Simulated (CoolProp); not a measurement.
Saturation properties of diethyl ether.

Model: reference Helmholtz-energy equation of state, Thol 2014, in CoolProp.

| T (°C) | p (bar) | liquid density (kg/m³) | enthalpy of vaporisation (kJ/kg) | surface tension (mN/m) |
|---|---|---|---|---|
| 82.25 | 4.263 | 635.3 | 311.6 | 9.91 |
| 85.45 | 4.622 | 630.8 | 308.0 | 9.56 |
| 88.65 | 5.002 | 626.2 | 304.4 | 9.21 |
| 91.85 | 5.406 | 621.5 | 300.7 | 8.86 |
| 95.05 | 5.833 | 616.8 | 297.0 | 8.51 |
| 98.25 | 6.285 | 611.9 | 293.1 | 8.17 |
| 101.45 | 6.762 | 607.0 | 289.2 | 7.83 |
| 104.75 | 7.282 | 601.9 | 285.0 | 7.48 |
| 107.95 | 7.815 | 596.8 | 280.9 | 7.14 |
| 111.15 | 8.375 | 591.7 | 276.7 | 6.80 |
| 114.35 | 8.965 | 586.4 | 272.4 | 6.47 |
| 117.55 | 9.586 | 581.0 | 267.9 | 6.14 |
| 120.75 | 10.24 | 575.5 | 263.4 | 5.82 |
| 123.95 | 10.92 | 569.9 | 258.7 | 5.50 |
| 127.25 | 11.66 | 564.0 | 253.7 | 5.17 |

It boils at 34.5 °C under 1 atm.

Surface tension comes from a separate correlation (Mulero 2014).
